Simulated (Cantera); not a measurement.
A freely propagating, adiabatic, planar premixed flame of CH4 : O2 : N2 = 0.79 : 1.43 : 5.37 (molar parts), unburnt at 300 K and 1130 Torr; mixture-averaged transport, grid criteria slope 0.08 and curve 0.16, no radiation.

Model: GRI-Mech 3.0 (53 species, 325 reactions), integrated in Cantera. Burning velocities carry a grid error of a few per cent, more on coarse grids.

x: mole fraction of selected species; z is measured from the peak of heat release.

```
z (mm)   T (K)  u (m/s)    x CH4     x O2    x C2H4    x NO2      x H2       x H
-------  -----  -------  -------  -------  --------  -------  --------  --------
-0.973     300    0.335    0.104    0.188     <1e-8    <1e-8  0.000626     <1e-8
-0.648     301    0.337    0.104    0.188   9.93e-8    <1e-8   0.00231     <1e-8
-0.486     310    0.347    0.103    0.187   1.12e-6  2.54e-8   0.00489     <1e-8
-0.324     395    0.446   0.0974    0.181   2.28e-5  3.55e-7    0.0107     <1e-8
-0.162     914     1.05   0.0657    0.139  0.000316  6.37e-7    0.0193   3.07e-5
-0.0811   1371     1.59   0.0351   0.0935  0.000657  1.21e-7    0.0233  0.000379
0         1775     2.07  0.00768   0.0443  0.000393  1.45e-8    0.0240   0.00248
0.0811    1933     2.25        ?        ?         ?    <1e-8         ?         ?
0.162     1979     2.29  1.23e-5   0.0105   1.22e-7    <1e-8    0.0178   0.00633
0.324     2029     2.34  1.47e-8  0.00694     <1e-8    <1e-8    0.0173   0.00573
0.648     2084     2.40    <1e-8  0.00482     <1e-8    <1e-8    0.0164   0.00422
1.30      2138     2.45    <1e-8        ?     <1e-8    <1e-8    0.0151         ?
2.59      2177     2.49    <1e-8  0.00151     <1e-8    <1e-8    0.0139   0.00166
```

Problem. Fill in the missing entries.

Solution. 
- 0.0811, x CH4: 0.000442
- 0.0811, x O2: 0.0183
- 0.0811, x C2H4: 1.56e-5
- 0.0811, x H2: 0.0199
- 0.0811, x H: 0.00540
- 1.30, x O2: 0.00293
- 1.30, x H: 0.00272
